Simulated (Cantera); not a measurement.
Equilibrium for silicon carbide growth: (CH3)2SiCl2 + C2H2 + H2

Feed: 1 mol (CH3)2SiCl2, 0.1 mol C2H2, 7.5 mol H2, held at 12.0 Torr.

Cantera equilibrium calculation (NASA polynomials, part measured and part estimated; ideal gas, pure solids and liquids). Candidate condensed phases: C, C6H6, C7H8, C8H18, Si, SiC; 109 gas species. The feed counts by its element totals alone. The tables' values for SiCl, SiCl3 are old estimates; treat these amounts as uncertain. Gases not in the tables: Si2H6 and higher silanes. Rates play no part.

| T (K) | x H2 | x HCl | x H | x Si | x Cl | x SiCl2 | n C(graphite) | n SiC(s) |
|---|---|---|---|---|---|---|---|---|
| 1823 | 0.827 | 0.166 | 0.00312 | 7.38e-6 | 0.000477 | 0.00267 | 1.23 | 0.968 |
| 1923 | 0.825 | 0.164 | 0.00676 | 4.32e-5 | 0.00101 | 0.00348 | 1.23 | 0.958 |
| 2023 | 0.819 | 0.160 | 0.0136 | 0.000212 | 0.00197 | 0.00436 | 1.24 | 0.944 |
| 2123 | 0.808 | 0.155 | 0.0255 | 0.000894 | 0.00360 | 0.00524 | 1.25 | 0.921 |
| 2223 | 0.788 | 0.148 | 0.0449 | 0.00331 | 0.00614 | 0.00605 | 1.27 | 0.867 |
| 2323 | 0.752 | 0.138 | 0.0746 | 0.0109 | 0.00983 | 0.00663 | 1.34 | 0.713 |
| 2423 | 0.687 | 0.122 | 0.116 | 0.0325 | 0.0147 | 0.00674 | 1.59 | 0.239 |
x: gas mole fraction; n: condensed amount in mol.

From 1823 K to 2423 K the condensed part is C(graphite) + SiC(s). The main Si-bearing gas is SiCl2 at 1823 K and Si at 2423 K. The share of Si in condensed phases is highest at 1823 K (96.8 %) and lowest at 2423 K (23.9 %).
